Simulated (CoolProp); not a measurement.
Values from CoolProp's reference Helmholtz-energy equation of state, Tillner-Roth 1994.

### Question
For R134a, give the phase and the cp (kJ/(kg K)), cv (kJ/(kg K)), speed of sound (m/s), expansivity (1/kK) at 277.3 K and 0.382 MPa; 367.9 K and 0.382 MPa.

### Answer
- 277.3 K and 0.382 MPa: liquid; cp 1.35, cv 0.884, speed of sound 603, expansivity 2.66
- 367.9 K and 0.382 MPa: gas; cp 0.982, cv 0.883, speed of sound 176, expansivity 3.10
